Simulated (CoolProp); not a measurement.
R410A at 468.9 K and 17.1 MPa flows at 0.8 m/s in a round tube of 1 mm bore and 15 µm roughness, fully developed (64/Re and Nu = 3.66 if laminar; Colebrook and Gnielinski if turbulent). Each further row changes one setting.

Values from CoolProp's reference Helmholtz-energy equation of state, Lemmon 2003. It is a pseudo-pure fit of the blend.

```csv
case,Reynolds number,Darcy friction factor,pressure drop (Pa/m),heat-transfer coefficient (W/(m² K)),mass flow (kg/h)
as stated,(withheld),0.0483,(withheld),2420,(withheld)
velocity 1.6 m/s,18000,0.0461,(withheld),(withheld),2.01
diameter 2 mm,18000,0.0381,(withheld),2080,(withheld)
```

Fill in the missing entries.


- as stated, Reynolds number: 9010
- as stated, pressure drop (Pa/m): 6880
- as stated, mass flow (kg/h): 1.01
- velocity 1.6 m/s, pressure drop (Pa/m): 26200
- velocity 1.6 m/s, heat-transfer coefficient (W/(m² K)): 4930
- diameter 2 mm, pressure drop (Pa/m): 2710
- diameter 2 mm, mass flow (kg/h): 4.02

Viscosity comes from a separate model (Geller 2000). Thermal conductivity comes from a separate model (Geller 2001).
